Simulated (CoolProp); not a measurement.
Nitrous oxide at 298.15 K and 2.5 MPa is throttled through a valve to 1.04 MPa with no heat exchange. Each further row changes one setting.

Values from CoolProp's reference Helmholtz-energy equation of state, Lemmon 2006. It is a short technical equation, of lower accuracy than the large ones.

```tsv
case	temperature change (K)	final density (kg/m³)
as stated	-17.8	21.1
outlet pressure 0.312 MPa	-27.5	6.25
outlet pressure 1.35 MPa	-13.8	27.6
```
